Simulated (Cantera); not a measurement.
What does this Cantera script print?

```python
import numpy as np
import cantera as ct

gas_names = [...]  # 116 gases of nasa_gas.yaml made of C, H, K, O
cond_names = """
    C(gr) C6H6(L) C7H8(L) C8H18(L),n-octa H2O(s) H2O(L) K(cr) K(L) KOH(a) KOH(b) KOH(L) KO2(s) K2CO3(s)
    K2CO3(L) K2O(s) K2O2(s)
""".split()


# ... load() reads the species with a 1 bar reference pressure and builds the phases ...
atoms = {
    'KOH': {'K': 1, 'O': 1, 'H': 1},
    'H2O': {'H': 2, 'O': 1},
    'CO2': {'C': 1, 'O': 2},
}
top_T = {'C(gr)': 4500, 'KO2(s)': 780, 'K2O(s)': 1000, 'K2O2(s)': 760}  # K; cautious upper limits of use, not melting points


# ... equilibrate(T, P, feed) seeds the gas with the atoms and calls Mixture.equilibrate('TP', solver="vcs", rtol=1e-11, max_steps=5000) ...
results = []
feed = {'KOH': 1, 'H2O': 4.1, 'CO2': 5.2}  # mol
P = 880  # Pa
for T in [1598, 1673, 1748, 1823, 1898, 1973, 2048]:
    mix = equilibrate(T, P, feed)
    results.append((T, P, feed, dict(zip(mix.species_names, mix.species_moles))))

top = {s: max(r[3][s] / sum(r[3][g] for g in gas_names) for r in results) for s in gas_names}
cols = sorted((s for s in top if top[s] > 1e-05), key=lambda s: -top[s])[:9]
seen = [c for c in cond_names if any(r[3].get(c, 0) > 1e-12 for r in results)]
print("log10 of partial pressures in bar; condensed amounts in mol")
print(f"{'T/K':>10s}" + "".join(f"{s[:9]:>10s}" for s in cols + seen))
for T, P, feed, n in results:
    ng = sum(n[g] for g in gas_names)
    print(f"{T:10.4g}" + "".join(f"{np.log10(max(n[s] / ng * P / 1e5, 1e-99)):10.3f}" for s in cols)
          + "".join(f"{n.get(c, 0):10.4g}" for c in seen))
```

It prints:

```
log10 of partial pressures in bar; condensed amounts in mol
       T/K       CO2       H2O       KOH         K        CO        O2        OH        H2         H
      1598    -2.358    -2.454    -3.135    -3.949    -4.849    -4.443    -5.427    -5.421    -6.984
      1673    -2.363    -2.454    -3.177    -3.759    -4.550    -4.228    -5.135    -5.161    -6.524
      1748    -2.369    -2.454    -3.234    -3.604    -4.276    -4.040    -4.869    -4.919    -6.101
      1823    -2.378    -2.455    -3.308    -3.480    -4.025    -3.874    -4.628    -4.694    -5.710
      1898    -2.390    -2.457    -3.397    -3.385    -3.797    -3.725    -4.408    -4.487    -5.351
      1973    -2.408    -2.463    -3.499    -3.315    -3.590    -3.590    -4.207    -4.298    -5.019
      2048    -2.431    -2.473    -3.612    -3.266    -3.406    -3.467    -4.023    -4.125    -4.712
```

Equilibrium computed with Cantera from the NASA thermochemical tables; the gas is ideal and each condensed phase is pure.
